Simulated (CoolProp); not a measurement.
Vapour-liquid equilibrium of R13 (1) + isobutane (2) at 5.45 bar; x and y are mole fractions of (1).

Computed with CoolProp (multi-fluid Helmholtz-energy mixture model, Platzer 1990 and Bücker 2006; pair parameters Bell 2016). This equation is an older, rougher fit; its heat capacities, sound speeds and derivatives of the liquid may be far off and weren't checked against measurements.

Give the bubble temperature and the first vapour's composition at x = 0.2, 0.5, 0.95. Is there an azeotrope?

x = 0.2: 268.1 K, y = 0.774; x = 0.5: 245.7 K, y = 0.929; x = 0.95: 231.7 K, y = 0.993. No azeotrope shows between x = 0.05 and 0.95.

Pair parameters are fitted to limited data, so mixtures are less certain than the pure fluids.
